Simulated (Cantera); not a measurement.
An isothermal plug-flow reactor at 848 K and 1.00 bar (inlet), inlet velocity 0.13 m/s, active area per volume 320 1/m; feed CH4 : O2 : N2 : H2O = 0.0021 : 0.064 : 0.79 : 0.01 (molar parts).

Cantera simulation using Deutschmann's 1995 Pt surface mechanism with GRI-Mech 3.0 gas chemistry; the numbers are that mechanism's predictions, not measurements. Catalytic surfaces can have several steady states; this one follows from the mechanism file's or the stated starting coverage. Mass transfer to the wall is taken as infinitely fast.

What does this change do: pressure from 1.00 bar to 1.80 bar?


```tsv
quantity	before	after
x(CH4) at z = 0.012 m	0.00203	0.00218
x(O2) at z = 0.012 m	0.0731	0.0734
x(H2O) at z = 0.012 m	0.0123	0.0120
x(CO2) at z = 0.012 m	0.000394	0.000244
x(CO) at z = 0.012 m	4.17e-7	4.13e-7
θ(free Pt) at the exit	0.0709	0.0567
θ(O*) at the exit	0.927	0.940
θ(OH*) at the exit	0.00239	0.00285
```

What does this change do: temperature 848 to 1225 K?


```
quantity                  before     after
----------------------  --------  --------
x(CH4) at z = 0.012 m    0.00203  4.70e-10
x(O2) at z = 0.012 m      0.0731    0.0691
x(H2O) at z = 0.012 m     0.0123    0.0164
x(CO2) at z = 0.012 m   0.000394   0.00241
x(CO) at z = 0.012 m     4.17e-7   1.06e-8
θ(free Pt) at the exit    0.0709     0.472
θ(O*) at the exit          0.927     0.526
θ(OH*) at the exit       0.00239   0.00150
```

What does this change do: area per volume 320 to 1400 1/m?


```csv
quantity,before,after
x(CH4) at z = 0.012 m,0.00203,0.00110
x(O2) at z = 0.012 m,0.0731,0.0713
x(H2O) at z = 0.012 m,0.0123,0.0142
x(CO2) at z = 0.012 m,0.000394,0.00132
x(CO) at z = 0.012 m,4.17e-7,2.28e-7
θ(free Pt) at the exit,0.0709,0.0714
θ(O*) at the exit,0.927,0.926
θ(OH*) at the exit,0.00239,0.00257
```
